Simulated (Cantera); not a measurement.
A Cantera script and what it prints.

```python
import numpy as np
import cantera as ct

gas_names = """
    Ca CaF CaF2 CaO CaOH CaO2H2 Ca2 F FO FO2 F2 F2O H HF HOF HO2 H2 H2F2 H2O H2O2 H3F3 H4F4 H5F5 H6F6
    H7F7 O OH O2 O3
""".split()
cond_names = """
    Ca(a) Ca(b) Ca(L) CaF2(a) CaF2(b) CaF2(L) CaO(s) CaO(L) CaO2H2(s) H2O(s) H2O(L)
""".split()


# ... load() reads the species with a 1 bar reference pressure and builds the phases ...
atoms = {
    'CaO': {'Ca': 1, 'O': 1},
    'F2': {'F': 2},
    'H2': {'H': 2},
}
top_T = {}  # K; cautious upper limits of use, not melting points


# ... equilibrate(T, P, feed) seeds the gas with the atoms and calls Mixture.equilibrate('TP', solver="vcs", rtol=1e-11, max_steps=5000) ...
results = []
feed = {'CaO': 1, 'F2': 7.5, 'H2': 0.72}  # mol
P = 1333.22  # Pa
for T in [1125, 1200, 1275, 1350, 1425, 1500, 1575, 1650, 1725]:
    mix = equilibrate(T, P, feed)
    results.append((T, P, feed, dict(zip(mix.species_names, mix.species_moles))))

top = {s: max(r[3][s] / sum(r[3][g] for g in gas_names) for r in results) for s in gas_names}
cols = sorted((s for s in top if top[s] > 0.001), key=lambda s: -top[s])[:5]
seen = [c for c in cond_names if any(r[3].get(c, 0) > 1e-12 for r in results)]
print("log10 of partial pressures in bar; condensed amounts in mol")
print(f"{'T/K':>10s}" + "".join(f"{s[:9]:>10s}" for s in cols + seen))
for T, P, feed, n in results:
    ng = sum(n[g] for g in gas_names)
    print(f"{T:10.4g}" + "".join(f"{np.log10(max(n[s] / ng * P / 1e5, 1e-99)):10.3f}" for s in cols)
          + "".join(f"{n.get(c, 0):10.4g}" for c in seen))
```

It prints:

```
log10 of partial pressures in bar; condensed amounts in mol
       T/K         F        HF        F2        O2      CaF2   CaF2(a)   CaF2(b)   CaF2(L)
      1125    -1.996    -2.811    -2.934    -3.270   -10.446         1         0         0
      1200    -1.962    -2.833    -3.347    -3.292    -9.232         1         0         0
      1275    -1.950    -2.841    -3.748    -3.301    -8.167         1         0         0
      1350    -1.946    -2.845    -4.118    -3.304    -7.228    0.9999         0         0
      1425    -1.944    -2.846    -4.453    -3.305    -6.395         0    0.9996         0
      1500    -1.943    -2.847    -4.758    -3.306    -5.661         0    0.9978         0
      1575    -1.943    -2.847    -5.035    -3.307    -5.005         0      0.99         0
      1650    -1.944    -2.848    -5.289    -3.308    -4.417         0    0.9611         0
      1725    -1.947    -2.851    -5.525    -3.311    -3.904         0         0    0.8727
```

Method: chemical equilibrium by Gibbs-energy minimisation in Cantera with the NASA 1993 tables (ideal gas, pure condensed phases).
